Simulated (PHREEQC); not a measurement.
Dissolve 0.13 mol/kgw ZnSO4, 0.062 mol/kgw H3BO3 and 0.00039 mol/kgw FeSO4 at 25 °C. Closed to the air; pH follows from the charge balance.

The numbers come from PHREEQC with the ion-association model, wateq4f.dat.

```json
[
 {"quantity": "pH", "before": "5.27", "after": "5.75"},
 {"quantity": "ionic strength (mol/kgw)", "before": "0.248", "after": "0.253"},
 {"quantity": "Zn+2 (mol/kgw)", "before": "0.0619", "after": "0.0616"},
 {"quantity": "ZnSO4 (mol/kgw)", "before": "0.0505", "after": "0.0501"},
 {"quantity": "SO4-2 (mol/kgw)", "before": "0.0446", "after": "0.0449"},
 {"quantity": "Zn(SO4)2-2 (mol/kgw)", "before": "0.0176", "after": "0.0175"},
 {"quantity": "SI of Goslarite (ZnSO4:7H2O)", "before": "-1.69", "after": "-1.70"},
 {"quantity": "SI of Zincite(c) (ZnO)", "before": "-2.33", "after": "-1.36"}
]
```

### Question
Which change was made?
A. diluted 10-fold with water
B. H3BO3 from 0.062 to 0.0124 mol/kgw
C. temperature from 25 to 40 °C
D. temperature from 25 to 45 °C
E. 0.0042 mol/kgw LiF added

### Answer
E, 0.0042 mol/kgw LiF added

This is a speciation only: nothing precipitates in the calculation. Real BF4- forms and hydrolyses slowly; the run takes it at equilibrium. Fluoro complexes past AlF4- and FeF3 are missing from the database.
